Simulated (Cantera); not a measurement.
A closed system holds: 1 mol BN, 1.3 mol F2, equilibrated at 1048 K and 11000 Pa.

These are equilibrium values from Cantera (NASA tables, ideal gas, pure condensed phases), not measurements of a reactor. Candidate condensed phases: B, BN; 13 gas species. The numbers say what is thermodynamically allowed, not how fast it happens.

Base state: BF3 0.667, N2 0.333 (mole fractions); condensed: BN(s).

Problem. What changes in the equilibrium state with this change: F2 from 1.3 to 6.8 mol?

Solution. 
```
species     before    after
----------  ------  -------
F2           <1e-9    0.488
F            <1e-9    0.326
BF3          0.667    0.123
N2           0.333   0.0608
NF3          <1e-9  0.00186
BN(s), mol   0.133        0
```

Problem. What changes in the equilibrium state with this change: F2 from 1.3 to 6.4 mol?

Solution. 
```
species     before    after
----------  ------  -------
F2           <1e-9    0.479
F            <1e-9    0.323
BF3          0.667    0.131
N2           0.333   0.0647
NF3          <1e-9  0.00186
BN(s), mol   0.133        0
```
